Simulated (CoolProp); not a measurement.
The numbers come from the reference Helmholtz-energy equation of state, Thol 2019 in CoolProp.

### Question
For dodecamethylpentasiloxane (MD3M), give the phase and the cp (kJ/(kg K)), speed of sound (m/s), expansivity (1/kK) at 578.6 K and 102 kPa; 578.6 K and 1020 kPa.

### Answer
- 578.6 K and 102 kPa: gas; cp 2.04, speed of sound 106, expansivity 2.19
- 578.6 K and 1020 kPa: liquid; cp 2.35, speed of sound 223, expansivity 3.38
